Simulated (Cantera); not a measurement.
Feed: 1 mol CS2, 0.046 mol H2, 1.4 mol N2, 2.7 mol O2, at 2825 K and 0.00133 bar.

These are equilibrium values from Cantera (NASA tables, ideal gas, pure condensed phases), not measurements of a reactor. Candidate condensed phases: C, C6H6, C7H8, C8H18, H2O, H2SO4, S; 150 gas species. Kinetics and transport are ignored.

Base state: O 0.328, N2 0.192, CO 0.134, SO 0.130, S 0.116, O2 0.0399, SO2 0.0321, H 0.0118 (mole fractions); condensed: gas only.

What changes in the equilibrium state with this change: N2 from 1.4 to 18 mol?


| species | before | after |
|---|---|---|
| N2 | 0.192 | 0.731 |
| O | 0.328 | 0.131 |
| S | 0.116 | 0.0545 |
| SO | 0.130 | 0.0242 |
| SO2 | 0.0321 | 0.00239 |
| O2 | 0.0399 | 0.00634 |
| CO | 0.134 | 0.0401 |
| H | 0.0118 | 0.00362 |
| H2 | 2.32e-5 | 2.19e-6 |
| CO2 | 0.00582 | 0.000692 |
| OH | 0.00103 | 0.000126 |
| SH | 3.62e-5 | 5.20e-6 |
| S2 | 0.000838 | 0.000184 |
